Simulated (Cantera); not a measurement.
A Cantera script and what it prints.

```python
import numpy as np
import cantera as ct

gas_names = """
    F FO FO2 F2 F2O N NF NF2 NF3 NO NO2 NO3 N2 N2O O O2 O3 Si SiF SiF2 SiF3 SiF4 SiN SiO SiO2 Si2 Si2N
    Si3
""".split()
cond_names = """
    Si(cr) Si(L) SiO2(Lqz) SiO2(hqz) SiO2(L) Si2N2O(s) Si3N4(a)
""".split()


# ... load() reads the species with a 1 bar reference pressure and builds the phases ...
atoms = {
    'SiF4': {'Si': 1, 'F': 4},
    'N2O': {'N': 2, 'O': 1},
}
top_T = {'Si2N2O(s)': 2100, 'Si3N4(a)': 2400}  # K; cautious upper limits of use, not melting points


# ... equilibrate(T, P, feed) seeds the gas with the atoms and calls Mixture.equilibrate('TP', solver="vcs", rtol=1e-11, max_steps=5000) ...
results = []
feed = {'SiF4': 1, 'N2O': 0.9}  # mol
T = 750  # K
P = 560  # Pa
mix = equilibrate(T, P, feed)
results.append((T, P, feed, dict(zip(mix.species_names, mix.species_moles))))
print(gas.report(threshold=0.0001))
for i in range(1, mix.n_phases):
    print(f"{mix.phase(i).name:16s} {mix.phase_moles(i):12.5e} mol")
```

Result:

```
       temperature   750 K
          pressure   560 Pa
           density   0.005491 kg/m^3
  mean mol. weight   61.145 kg/kmol
   phase of matter   gas

                          1 kg             1 kmol
                     ---------------   ---------------
          enthalpy        -1.083e+07       -6.6218e+08  J
   internal energy       -1.0932e+07       -6.6842e+08  J
           entropy            5480.1        3.3508e+05  J/K
    Gibbs function        -1.494e+07       -9.1349e+08  J
 heat capacity c_p               984             60166  J/K
 heat capacity c_v            848.02             51852  J/K

                      mass frac. Y      mole frac. X     chem. pot. / RT
                     ---------------   ---------------   ---------------
                N2           0.17546           0.38298           -30.323
                O2           0.10021           0.19149           -32.682
              SiF4           0.72433           0.42553           -302.26
     [  +25 minor]        2.7786e-07        5.5493e-07

Si(cr)            0.00000e+00 mol
SiO2(Lqz)         0.00000e+00 mol
Si2N2O(s)         0.00000e+00 mol
Si3N4(a)          0.00000e+00 mol
```

Method: chemical equilibrium by Gibbs-energy minimisation in Cantera with the NASA 1993 tables (ideal gas, pure condensed phases).
